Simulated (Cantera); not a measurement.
Feed: 1 mol NaI, 11 mol H₂, held at 0.0290 bar.

Cantera equilibrium calculation (NASA polynomials, part measured and part estimated; ideal gas, pure solids and liquids). Candidate condensed phases: I₂, Na, NaI; 9 gas species. Gases not in the tables: NaBr and NaI dimers. Kinetics and transport are ignored.

At 1252 °C, list the 6 most abundant gas species with their mole fractions, and the condensed phases.

H₂ 0.914, NaI 0.0804, Na 0.00272, I 0.00184, HI 0.000888, H 0.000133. Condensed: gas only.
